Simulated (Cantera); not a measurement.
A freely propagating, adiabatic, planar premixed flame of 46.1 % H2, 10.0 % O2, 35.1 % N2, 8.76 % H2O, unburnt at 500 K and 10.0 bar; mixture-averaged transport, grid criteria slope 0.08 and curve 0.16, no radiation.

Cantera simulation using the H2/O2 subset of GRI-Mech 3.0, which has no nitrogen chemistry; the numbers are that mechanism's predictions, not measurements. The hydrogen kinetics of GRI-Mech 3.0 are dated; newer H2 mechanisms differ, most at raised pressure. Burning velocities carry a grid error of a few per cent, more on coarse grids.

### Question
Predict: laminar burning velocity; thermal thickness; peak x(O); peak x(H2O2); peak x(HO2).

### Answer
- laminar burning velocity: 355 cm/s
- thermal thickness: 0.0258 mm
- peak x(O): 0.000527
- peak x(H2O2): 0.000226
- peak x(HO2): 0.00151
